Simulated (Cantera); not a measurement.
An isothermal, constant-pressure homogeneous reactor starts with NO : N2 = 1 : 18 (molar parts), at 1925 K and 101000 Pa. Integrator tolerance rtol = 1e-08.

Cantera simulation using GRI-Mech 3.0 (53 species, 325 reactions); the numbers are that mechanism's predictions, not measurements.

```tsv
quantity	before	after
x(NO) at 2.00 s	0.0426 (gas-phase equilibrium 0.00238)	0.0361 (gas-phase equilibrium 0.00238)
x(NO2) at 2.00 s	1.38e-5 (gas-phase equilibrium 1.63e-6)	2.05e-5 (gas-phase equilibrium 2.29e-6)
x(N2) at 2.00 s	0.952 (gas-phase equilibrium 0.972)	0.956 (gas-phase equilibrium 0.972)
x(O) at 2.00 s	2.78e-5 (gas-phase equilibrium 5.82e-5)	2.46e-5 (gas-phase equilibrium 4.15e-5)
x(O2) at 2.00 s	0.00501 (gas-phase equilibrium 0.0251)	0.00825 (gas-phase equilibrium 0.0251)
x(N2O) at 2.00 s	8.98e-7 (gas-phase equilibrium 1.51e-7)	7.43e-7 (gas-phase equilibrium 2.12e-7)
```

Question: What was changed between the two runs?
A. pressure from 101000 Pa to 200000 Pa
B. NO 1 to 0.44 parts
C. temperature 1925 to 1575 K
D. pressure from 101000 Pa to 13300 Pa

Answer: A, pressure from 101000 Pa to 200000 Pa
